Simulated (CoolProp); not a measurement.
Properties of R507A along the isobar 0.127 MPa.

The numbers come from the reference Helmholtz-energy equation of state, Lemmon 2003 in CoolProp. It is a pseudo-pure fit of the blend.

| T (°C) | phase | density (kg/m³) | expansivity (1/kK) |
|---|---|---|---|
| 14.55 | gas | 5.376 | 3.786 |
| 23.15 | gas | 5.207 | 3.642 |
| 31.85 | gas | 5.048 | 3.510 |
| 40.45 | gas | 4.900 | 3.391 |
| 49.05 | gas | 4.762 | 3.281 |
| 57.65 | gas | 4.631 | 3.180 |
| 66.35 | gas | 4.507 | 3.084 |
| 74.95 | gas | 4.391 | 2.996 |
| 83.55 | gas | 4.280 | 2.914 |
| 92.25 | gas | 4.175 | 2.836 |
| 100.85 | gas | 4.075 | 2.764 |
| 109.45 | gas | 3.981 | 2.695 |
| 118.15 | gas | 3.890 | 2.629 |
| 126.75 | gas | 3.804 | 2.568 |
| 135.35 | gas | 3.722 | 2.509 |
| 143.95 | gas | 3.643 | 2.453 |
